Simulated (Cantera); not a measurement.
Feed: 1 mol Si, 0.0025 mol H2O, 78 mol N2, held at 56.0 Pa.

Cantera equilibrium calculation (NASA polynomials, part measured and part estimated; ideal gas, pure solids and liquids). Candidate condensed phases: H2O, Si, SiO2, Si2N2O, Si3N4; 35 gas species. N2 is the only nitrogen source here; it is nearly inert below about 1500 K, so the nitride shown seldom forms there in practice. Mutual solubility and eutectic melting of coexisting phases are not modelled. The numbers say what is thermodynamically allowed, not how fast it happens. All values below are at 827 °C.

Base state: N2 1.000, H2 3.23e-5 (mole fractions); condensed: Si2N2O(s) + Si3N4(s).

**Question.** What changes in the equilibrium state with this change: Si replaced by SiC?

**Answer.** 
| species | before | after |
|---|---|---|
| N2 | 1.000 | 1.000 |
| H2 | 3.23e-5 | 3.23e-5 |
| Si2N2O(s), mol | 0.00250 | 0.00243 |
| Si3N4(s), mol | 0.332 | 0.332 |
| C(graphite), mol | 0 | 1.000 |
Further candidate phases: C, C6H6, C7H8, C8H18, SiC.
